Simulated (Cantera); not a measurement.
# Reactions in the system Cl-Cs-H

Standard-state values (1 bar) from the NASA 1993 polynomials, evaluated with Cantera. Values are per mole of reaction as written; species without (g) are pure solids or liquids, kept so even where they would boil at 1 bar.

CsCl + H(g) ⇌ Cs(g) + HCl(g)

```
T (K)  ΔH° (kJ)  ΔS° (J/K)  ΔG° (kJ)  log10 K  condensed phases
-----  --------  ---------  --------  -------  ----------------
300       209.0      146.5     165.1   -28.74           CsCl(s)
600       201.0      128.3     124.0   -10.80           CsCl(s)
750       192.6      116.4     105.4    -7.34           CsCl(s)
900       187.7      110.3      88.4    -5.13           CsCl(s)
1050      165.1       86.2      74.6    -3.71           CsCl(l)
1200      158.3       80.1      62.2    -2.71           CsCl(l)
1350      151.6       74.9      50.5    -1.96           CsCl(l)
1500      145.0       70.2      39.7    -1.38           CsCl(l)
1650      138.5       66.1      29.5    -0.93           CsCl(l)
1800      132.1       62.4      19.8    -0.58           CsCl(l)
1950      125.8       59.0      10.7    -0.29           CsCl(l)
2100      119.6       55.9       2.1    -0.05           CsCl(l)
```
